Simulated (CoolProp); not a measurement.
Model: reference Helmholtz-energy equation of state, Thol 2014, in CoolProp.

**Question.** Give the vapour pressure (MPa), liquid cp (kJ/(kg K)), vapour Z of saturated diethyl ether at 99.15, 182.65 °C.

**Answer.** 
```json
[
 {"T (°C)": "99.15", "p (MPa)": "0.642", "liquid cp (kJ/(kg K))": "2.66", "vapour Z": "0.842"},
 {"T (°C)": "182.65", "p (MPa)": "3.07", "liquid cp (kJ/(kg K))": "5.03", "vapour Z": "0.477"}
]
```
